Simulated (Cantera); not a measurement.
Gas mixture: H2O : C2H6 : N2 : CH3OH = 0.96 : 0.13 : 0.7 : 0.98 (molar parts), at 0.000306 atm, frozen composition.

Cantera's kinetic-theory transport with the Lennard-Jones parameters of GRI-Mech 3.0, ideal gas; thermal conductivity in the mixture-averaged form. Polar gases are described roughly by these parameters. The composition is frozen, though it would react at the higher temperatures.

One state of this run: ρ (kg/m³) = 0.000194; cp (J/kg/K) = 1703; μ (µPa s) = 18.9; λ (mW/m/K) = 43.3; Pr = 0.743; D (cm²/s) H = 9200; D (cm²/s) CH3 = 1680; D (cm²/s) NH3 = 1600. D: mixture-averaged diffusion coefficient of that species in the mixture.

Task: Which value of T (K) does it belong to?
(A) 900
(B) 500
(C) 1100
(D) 1000

Result: B, 500
